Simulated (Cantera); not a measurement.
# SiH4 + O2 + H2 (silicon oxide and oxynitride deposition)

Charge: 1 mol SiH4, 0.57 mol O2, 23 mol H2, held at 20.0 mbar.

Equilibrium computed with Cantera from the NASA thermochemical tables; the gas is ideal and each condensed phase is pure. Candidate condensed phases: H2O, Si, SiO2; 18 gas species. Mutual solubility and eutectic melting of coexisting phases are not modelled. The tables hold silica as quartz up to 1696 K and as liquid above; real silica turns to tridymite and cristobalite and melts near 1996 K. Rates play no part.

From 400 °C to 550 °C the condensed part is Si(s) + SiO2(α-quartz). From 700 °C to 1150 °C the condensed part is Si(s) + SiO2(β-quartz). At 1300 °C the condensed part is SiO2(β-quartz). At 1450 °C the condensed part is SiO2(condensed).

```csv
T (°C),x H2,x SiO,x H,x H2O,x SiH2,x Si,n Si(s),n SiO2(α-quartz),n SiO2(β-quartz),n SiO2(condensed)
400,1.00,<1e-12,<1e-12,<1e-12,<1e-12,<1e-12,0.430,0.570,0,0
550,1.00,3.17e-12,5.19e-11,4.74e-12,<1e-12,<1e-12,0.430,0.570,0,0
700,1.00,8.16e-9,7.65e-9,4.92e-10,4.19e-11,<1e-12,0.430,0,0.570,0
850,1.000,2.50e-6,3.01e-7,1.44e-8,2.26e-9,3.22e-12,0.430,0,0.570,0
1000,1.000,0.000194,5.04e-6,1.86e-7,4.76e-8,9.02e-10,0.428,0,0.568,0
1150,0.994,0.00589,4.68e-5,1.38e-6,5.23e-7,7.64e-8,0.356,0,0.496,0
1300,0.966,0.0333,0.000283,1.86e-5,4.65e-7,3.61e-7,0,0,0.140,0
1450,0.964,0.0339,0.00127,0.000648,2.65e-8,7.97e-8,0,0,0,0.123
```
x: gas mole fraction; n: condensed amount in mol.
